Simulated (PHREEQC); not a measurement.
Solution A (0.025 mol CuCl2, 0.0088 mol HCl and 0.00028 mol KCl per kg of water) is mixed with solution B (17 mmol/kgw Cu(NO3)2 and 15 mmol/kgw KCl) at 25 °C; shares are by mass of water, 1 kg in all. O2 is buffered at 0.21 atm. The system is closed to CO2. Solids allowed: Cu(OH)2, Atacamite, Cu2(OH)3NO3. Others were left out.

All values are PHREEQC results (ion-association model, wateq4f.dat), not measurements.

| share of solution B | pH | Atacamite (mol) | CuCl+ (mol/kgw) |
|---|---|---|---|
| 0 | 2.13 | 0 | 0.00153 |
| 0.05 | 2.16 | 0 | 0.00146 |
| 0.1 | 2.18 | 0 | 0.00139 |
| 0.15 | 2.20 | 0 | 0.00132 |
| 0.2 | 2.23 | 0 | 0.00125 |
| 0.25 | 2.26 | 0 | 0.00118 |
| 0.3 | 2.29 | 0 | 0.00111 |
| 0.35 | 2.32 | 0 | 0.00104 |
| 0.4 | 2.35 | 0 | 0.000978 |
| 0.45 | 2.39 | 0 | 0.000914 |
| 0.5 | 2.43 | 0 | 0.000851 |
| 0.55 | 2.48 | 0 | 0.000789 |
| 0.6 | 2.53 | 0 | 0.000729 |
| 0.65 | 2.59 | 0 | 0.000670 |
| 0.7 | 2.65 | 0 | 0.000613 |
| 0.75 | 2.73 | 0 | 0.000557 |
| 0.8 | 2.83 | 0 | 0.000502 |
| 0.85 | 2.95 | 0 | 0.000448 |
| 0.9 | 3.13 | 0 | 0.000396 |
| 0.95 | 3.43 | 0 | 0.000345 |
| 1 | 4.51 | 7.13e-6 | 0.000295 |

Atacamite from share of solution B = 1 (pH 4.51).
